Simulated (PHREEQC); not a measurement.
Solution (25 °C): 0.019 mol/kgw HF and 0.032 mol/kgw H2SiF6. Closed to the air; pH follows from the charge balance.

Model: ion-association model, wateq4f.dat, run in PHREEQC.

Problem. The ionic strength comes out as 0.0963 mol/kgw. What activity coefficients do H+, F-, SiF6-2, HF2- get?

Solution. H+ 0.83, F- 0.76, SiF6-2 0.38, HF2- 0.76.

This is a speciation only: nothing precipitates in the calculation. Species that the database lacks are ignored. SiF6-2 is the database's only silicon fluoride.
